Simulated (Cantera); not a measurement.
Charge: 1 mol SiH4, a varied amount of H2O, equilibrated at 352 °C and 0.0310 bar.

Equilibrium computed with Cantera from the NASA thermochemical tables; the gas is ideal and each condensed phase is pure. Candidate condensed phases: H2O, Si, SiO2; 18 gas species. Rates play no part.

Question: Which condensed phases are stable at each of these points (n(H2O) (mol)): 0.38, 0.63, 1, 1.7, 2.8, 4.7, 7.8, 13, 21?

Answer: 
```tsv
n(H2O) (mol)	condensed phases	Si condensed (%)
0.38	Si(s) + SiO2(α-quartz)	100.0
0.63	Si(s) + SiO2(α-quartz)	100.0
1	Si(s) + SiO2(α-quartz)	100.0
1.7	Si(s) + SiO2(α-quartz)	100.0
2.8	SiO2(α-quartz)	100.0
4.7	SiO2(α-quartz)	100.0
7.8	SiO2(α-quartz)	100.0
13	SiO2(α-quartz)	100.0
21	SiO2(α-quartz)	100.0
```

From 0.38 mol H2O to 1.7 mol H2O the condensed part is Si(s) + SiO2(α-quartz). From 2.8 mol H2O to 21 mol H2O the condensed part is SiO2(α-quartz).
